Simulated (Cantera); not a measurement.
Pyrogenic steam for wet oxidation

An isothermal, constant-pressure homogeneous reactor starts with 42.4 % H₂, 35.3 % O₂, 22.3 % N₂, equivalence ratio 0.60, at 773 K and 653 Torr.

Cantera simulation using the H2/O2 subset of GRI-Mech 3.0, which has no nitrogen chemistry; the numbers are that mechanism's predictions, not measurements. Below about 950 K walls govern HO2 and H2O2 in real vessels. The temperature is held fixed by assumption; the heat of reaction is taken as removed at once.

```
t (s)      x H₂   x O₂     x H₂O     x HO₂      x OH
--------  -----  -----  --------  --------  --------
7.00e-6   0.424  0.353    <1e-12    <1e-12    <1e-12
2.62e-5   0.424  0.353    <1e-12  1.57e-12    <1e-12
9.82e-5   0.424  0.353    <1e-12  6.12e-12    <1e-12
0.000368  0.424  0.353  1.13e-12  2.32e-11    <1e-12
0.00138   0.424  0.353  4.32e-12  8.71e-11    <1e-12
0.00516   0.424  0.353  1.68e-11  3.27e-10    <1e-12
0.0193    0.424  0.353  7.05e-11   1.23e-9    <1e-12
0.0724    0.424  0.353  3.82e-10   4.73e-9    <1e-12
0.271     0.424  0.353   3.65e-9   1.95e-8    <1e-12
1.02      0.424  0.353   8.32e-8   1.01e-7    <1e-12
3.81      0.424  0.353   3.74e-6   4.37e-7    <1e-12
14.3      0.424  0.353  0.000189   1.63e-6  1.31e-11
53.4      0.415  0.349    0.0104   5.86e-6  1.79e-10
200       0.285  0.296     0.174   8.62e-6  5.48e-10
```
x: mole fraction; the columns are a selection and need not sum to one.

Equilibrium at this temperature and pressure: H₂ <1e-12, O₂ 0.179, H₂O 0.538, HO₂ 1.70e-11, OH 8.63e-10 (gas phase only).
